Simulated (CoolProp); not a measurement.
Computed with CoolProp (reference Helmholtz-energy equation of state, Schroeder 2014).

Q: Give the vapour pressure (MPa), vapour Z, vapour viscosity (µPa s) of saturated ethanol at 138.05 °C.

A: 
```json
[
 {"T (°C)": "138.05", "p (MPa)": "0.718", "vapour Z": "0.885", "vapour viscosity (µPa s)": "12.2"}
]
```

Viscosity comes from a separate model (Kiselev 2005).
